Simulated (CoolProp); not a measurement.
Methanol along the isobar 28600 kPa: Z from the reference equation and from simpler models built on Tc = 513.4 K, pc = 8216 kPa, ω = 0.565; each cubic takes its own stable root.

Computed with CoolProp (reference Helmholtz-energy equation of state, de Reuck 1993).

```
T (K)          phase  reference  van der Waals  Soave-Redlich-Kwong
-----  -------------  ---------  -------------  -------------------
234.7         liquid     0.5432          1.098               0.7246
258           liquid     0.5060          1.017               0.6705
281.3         liquid     0.4751         0.9499               0.6269
304.6         liquid     0.4492         0.8942               0.5916
327.9         liquid     0.4275         0.8477               0.5632
351.2         liquid     0.4093         0.8084               0.5407
374.5         liquid     0.3944         0.7754               0.5234
397.8         liquid     0.3826         0.7475               0.5109
421.1         liquid     0.3736         0.7242               0.5034
444.4         liquid     0.3677         0.7050               0.5008
467.8         liquid     0.3652         0.6893               0.5039
491.1         liquid     0.3667         0.6770               0.5135
514.4  supercritical     0.3733         0.6680               0.5312
537.7  supercritical     0.3870         0.6622               0.5586
561    supercritical     0.4115         0.6594               0.5971
584.3  supercritical     0.4499         0.6597               0.6461
```
